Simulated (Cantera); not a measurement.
An adiabatic, constant-pressure homogeneous reactor starts with CH3OH : O2 : N2 = 1 : 1.72 : 6.48 (molar parts), equivalence ratio 0.87, at 1650 K and 10.0 bar. Integrator tolerance rtol = 1e-08.

Cantera simulation using GRI-Mech 3.0 (53 species, 325 reactions); the numbers are that mechanism's predictions, not measurements. GRI-Mech 3.0 was tuned for natural gas; its chemistry of methanol as a main component is partial and can be far from experiment.

Problem. What does this change do: initial temperature 1650 to 973 K?

Solution. 
```
quantity                                                            before                                      after
---------------------------------  ---------------------------------------  -----------------------------------------
time of steepest temperature rise                                  9.47 µs                                    0.173 s
temperature at 7.00 s                                               2886 K                                     2544 K
equilibrium temperature                                             2886 K                                     2544 K
x(CH3OH) at 7.00 s                   <1e-12 (gas-phase equilibrium <1e-12)      <1e-12 (gas-phase equilibrium <1e-12)
x(O2) at 7.00 s                      0.0287 (gas-phase equilibrium 0.0287)      0.0226 (gas-phase equilibrium 0.0226)
x(CO2) at 7.00 s                     0.0713 (gas-phase equilibrium 0.0713)      0.0931 (gas-phase equilibrium 0.0931)
x(C2H2) at 7.00 s                    <1e-12 (gas-phase equilibrium <1e-12)      <1e-12 (gas-phase equilibrium <1e-12)
x(CH2CO) at 7.00 s                   <1e-12 (gas-phase equilibrium <1e-12)      <1e-12 (gas-phase equilibrium <1e-12)
x(CH2O) at 7.00 s                  1.17e-9 (gas-phase equilibrium 1.17e-9)  1.12e-10 (gas-phase equilibrium 1.12e-10)
```
Below about 1000 K GRI-Mech 3.0 lacks low-temperature oxidation paths.
